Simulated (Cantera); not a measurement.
A perfectly stirred reactor is fed with CH4 : H2O : H2 = 1 : 1.5 : 0.76 (molar parts), at 0.410 bar; it is held at 1625 K, and followed from long to short residence time.

Model: GRI-Mech 3.0 (53 species, 325 reactions), integrated in Cantera.

```json
[
 {"quantity": "x(CH4) at τ = 0.630 s", "before": "0.0779", "after": "0.0915"},
 {"quantity": "x(H2O) at τ = 0.630 s", "before": "0.329", "after": "0.353"},
 {"quantity": "x(H2) at τ = 0.630 s", "before": "0.492", "after": "0.465"},
 {"quantity": "x(CH2O) at τ = 0.630 s", "before": "8.52e-7", "after": "1.42e-6"},
 {"quantity": "x(C2H2) at τ = 0.630 s", "before": "0.0652", "after": "0.0683"},
 {"quantity": "x(CH4) at τ = 35.0 ms", "before": "0.216", "after": "0.241"},
 {"quantity": "x(H2O) at τ = 35.0 ms", "before": "0.427", "after": "0.437"},
 {"quantity": "x(H2) at τ = 35.0 ms", "before": "0.321", "after": "0.296"},
 {"quantity": "x(CH2O) at τ = 35.0 ms", "before": "3.44e-6", "after": "4.83e-6"},
 {"quantity": "x(C2H2) at τ = 35.0 ms", "before": "0.0311", "after": "0.0217"}
]
```

What was changed between the two runs?
A. pressure from 0.410 bar to 100.0 Torr
B. H2 0.76 to 2.1 parts
C. temperature 1625 to 1323 K
D. H2 0.76 to 0.31 parts

A, pressure from 0.410 bar to 100.0 Torr
